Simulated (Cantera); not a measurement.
What does this Cantera script print?

```python
import numpy as np
import cantera as ct

gas = ct.Solution("gri30.yaml")
gas.TPX = 323, 12000, {'CH3OH': 1, 'O2': 1.07, 'N2': 4.03}
flame = ct.FreeFlame(gas, width=0.18)
flame.set_refine_criteria(ratio=3, slope=0.08, curve=0.16)
flame.transport_model = "mixture-averaged"
flame.solve(loglevel=0, auto=True)
z, T = flame.grid, flame.T
thick = (T[-1] - T[0]) / np.gradient(T, z).max()
show = ['CH3OH', 'O2', 'CH3', 'NO', 'C2H4', 'CH4']
print(f"laminar burning velocity  {flame.velocity[0] * 100:.3f} cm/s")
print(f"burnt temperature         {T[-1]:.1f} K")
print(f"thermal thickness         {thick * 1e3:.4f} mm")
print(f"grid points               {len(z)}")
z0 = z[flame.heat_release_rate.argmax()]
print(f"{'z/mm':>9s}{'T/K':>9s}{'u/(m/s)':>9s}" + "".join(f"{s:>11s}" for s in show))
rows = []
for k in (-3, -2, -1.5, -1, -0.5, -0.25, 0, 0.25, 0.5, 1, 2, 4, 8):
    zz = z0 + k * thick
    rows.append([k * thick, np.interp(zz, z, T), np.interp(zz, z, flame.velocity),
                 *(np.interp(zz, z, flame.X[gas.species_index(s)]) for s in show)])
    print(f"{rows[-1][0] * 1e3:9.3f}{rows[-1][1]:9.1f}{rows[-1][2]:9.3f}" + "".join(f"{x:11.3e}" for x in rows[-1][3:]))
```

Output:

```
laminar burning velocity  69.357 cm/s
burnt temperature         2020.1 K
thermal thickness         1.8717 mm
grid points               148
     z/mm      T/K  u/(m/s)      CH3OH         O2        CH3         NO       C2H4        CH4
   -5.615    323.1    0.696  1.635e-01  1.749e-01  7.468e-14  3.783e-12  4.340e-11  3.035e-08
   -3.743    324.9    0.704  1.625e-01  1.737e-01  1.367e-12  6.461e-11  1.159e-09  4.388e-07
   -2.808    334.6    0.730  1.609e-01  1.717e-01  1.181e-11  4.328e-10  1.034e-08  2.495e-06
   -1.872    423.4    0.944  1.537e-01  1.630e-01  8.724e-10  6.269e-09  1.728e-07  2.127e-05
   -0.936    863.7    2.028  1.109e-01  1.251e-01  1.020e-06  1.305e-07  1.892e-06  1.280e-04
   -0.468   1255.9    3.069  6.050e-02  8.807e-02  3.682e-05  4.394e-07  4.368e-06  2.398e-04
    0.000   1621.9    4.117  1.089e-02  5.182e-02  3.568e-04  9.618e-07  7.604e-06  3.205e-04
    0.468   1749.7    4.485  2.896e-04  2.985e-02  2.160e-04  1.479e-06  3.124e-06  1.498e-04
    0.936   1777.8    4.550  1.803e-06  1.649e-02  2.890e-05  1.880e-06  3.295e-07  2.932e-05
    1.872   1801.7    4.586  6.023e-10  6.394e-03  4.745e-07  2.380e-06  1.454e-09  5.251e-07
    3.743   1821.1    4.609  4.841e-13  3.550e-03  4.382e-10  2.926e-06  1.573e-13  4.000e-10
    7.487   1840.1    4.645  1.387e-16  2.952e-03  4.977e-14  3.585e-06  8.281e-18  2.960e-14
   14.974   1866.2    4.701  9.634e-17  2.478e-03  1.011e-14  4.594e-06  1.950e-22  2.048e-15
```

Cantera simulation using GRI-Mech 3.0 (53 species, 325 reactions); the numbers are that mechanism's predictions, not measurements. GRI-Mech 3.0 was tuned for natural gas; its chemistry of methanol as a main component is partial and can be far from experiment. Burning velocities carry a grid error of a few per cent, more on coarse grids.
